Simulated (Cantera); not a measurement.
Cantera with NASA thermochemical tables; ideal gases at 1 bar, condensed phases pure. Values are per mole of reaction as written; species without (g) are pure solids or liquids, kept so even where they would boil at 1 bar.

2 C2H4(g) + 2 H2S(g) + Ni → NiS2 + 4 CH3(g)

```csv
T (K),ΔH° (kJ),ΔS° (J/K),ΔG° (kJ),log10 K
300,(withheld),(withheld),(withheld),(withheld)
400,(withheld),(withheld),(withheld),(withheld)
600,401.2,-10.0,407.2,-35.45
800,403.9,-6.3,408.9,-26.70
1000,(withheld),(withheld),(withheld),(withheld)
1200,407.9,-2.1,410.4,-17.87
```

**Question.** Fill in the missing entries.

**Answer.** 
- 300, ΔH° (kJ): 392.3
- 300, ΔS° (J/K): -31.8
- 300, ΔG° (kJ): 401.8
- 300, log10 K: -69.96
- 400, ΔH° (kJ): 396.2
- 400, ΔS° (J/K): -20.4
- 400, ΔG° (kJ): 404.4
- 400, log10 K: -52.81
- 1000, ΔH° (kJ): 406.1
- 1000, ΔS° (J/K): -3.8
- 1000, ΔG° (kJ): 409.8
- 1000, log10 K: -21.41
